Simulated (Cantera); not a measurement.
Input: 1 mol PbO, 0.095 mol O₂, 0.29 mol N₂, held at 10.0 Pa.

Equilibrium computed with Cantera from the NASA thermochemical tables; the gas is ideal and each condensed phase is pure. Candidate condensed phases: Pb, PbO, PbO₂, Pb₃O₄; 12 gas species. Equilibrium is a limit: real reactors are often held back by kinetics, nucleation or transport.

**Question.** Which condensed phases are stable at each of these points (T (K)): 625, 725, 825, 925, 1025, 1125, 1225, 1325?

**Answer.** 
```tsv
T (K)	condensed phases	Pb condensed (%)
625	PbO(red)	100.0
725	PbO(red)	100.0
825	PbO(yellow)	100.0
925	PbO(yellow)	100.0
1025	PbO(yellow)	99.7
1125	PbO(yellow)	94.5
1225	gas only	0.0
1325	gas only	0.0
```

From 625 K to 725 K the condensed part is PbO(red). From 825 K to 1125 K the condensed part is PbO(yellow). From 1225 K to 1325 K nothing is condensed.
